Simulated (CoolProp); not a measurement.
Vapour pressure (MPa) of CH3F (R41): the reference equation beside estimates from Tc = 44.1 °C, pc = 5.906 MPa, ω = 0.200. Clausius-Clapeyron is anchored at -36.45 °C with a constant enthalpy of vaporisation of 14.29 kJ/mol.

Values from CoolProp's reference Helmholtz-energy equation of state, Lemmon 2006. It is a short technical equation, of lower accuracy than the large ones.

```csv
T (°C),reference,Lee-Kesler,Clausius-Clapeyron,Redlich-Kwong,Peng-Robinson
-36.45,0.6541,0.6613,0.6541,0.8646,0.6563
-28.85,0.8529,0.8650,0.8199,1.100,0.8583
-21.25,___,1.111,1.014,1.376,___
-13.65,1.383,1.406,1.238,1.696,1.398
-6.05,1.725,___,___,2.065,1.748
1.45,2.122,2.154,1.781,___,2.152
9.05,___,2.625,2.108,2.951,2.629
16.65,3.133,3.169,2.474,3.480,3.180
```

Q: Fill in the missing entries.

A: 
- -21.25, reference: 1.094
- -21.25, Peng-Robinson: 1.104
- -6.05, Lee-Kesler: 1.753
- -6.05, Clausius-Clapeyron: 1.494
- 1.45, Redlich-Kwong: 2.478
- 9.05, reference: 2.590

Absolute difference from the reference over all 8 rows, mean and median: Lee-Kesler 1.4 and 1.5 %, Clausius-Clapeyron 11.3 and 11.9 %, Redlich-Kwong 21.4 and 21.2 %, Peng-Robinson 1.1 and 1.2 %.
